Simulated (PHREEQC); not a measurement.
# Acid mine or pickling water: speciation

A made-up water analysis in mmol/kgw, 25 °C, pH 2.61, pe 11.8:

```
constituent                mmol/kgw
-------------------------  --------
Na                             3.41
K                              2.71
Ca                             29.5
Mg                              5.3
Cl                             18.3
S(6)                           31.2
Al                           0.0782
O(0) (counted as O atoms)      0.52
Mn(2)                        0.0528
F                            0.0145
B                            0.0394
```

Valence states are taken as typed.

Computed with PHREEQC (ion-association model, wateq4f.dat).

```
Item                           Value
--------------------  --------------
ionic strength        0.0946 mol/kgw
total alkalinity        -5.12 meq/kg
charge-balance error           0.4 %
```

```json
[
 {"species": "Ca+2", "molality": "0.0196", "activity": "0.00776", "log γ": "-0.401"},
 {"species": "Cl-", "molality": "0.0183", "activity": "0.0141", "log γ": "-0.114"},
 {"species": "SO4-2", "molality": "0.0170", "activity": "0.00644", "log γ": "-0.421"},
 {"species": "CaSO4", "molality": "0.00976", "activity": "0.00998", "log γ": "0.009"},
 {"species": "Na+", "molality": "0.00330", "activity": "0.00260", "log γ": "-0.105"},
 {"species": "Mg+2", "molality": "0.00329", "activity": "0.00136", "log γ": "-0.384"},
 {"species": "H+", "molality": "0.00297", "activity": "0.00246", "log γ": "-0.082"},
 {"species": "K+", "molality": "0.00260", "activity": "0.00199", "log γ": "-0.114"},
 {"species": "MgSO4", "molality": "0.00201", "activity": "0.00205", "log γ": "0.009"},
 {"species": "HSO4-", "molality": "0.00197", "activity": "0.00154", "log γ": "-0.108"}
]
```

Precipitation was switched off in this run. Examples of supersaturated solids here: Gypsum. Others may be too. Real BF4- forms and hydrolyses slowly; the run takes it at equilibrium. Fluoro complexes past AlF4- and FeF3 are missing from the database.
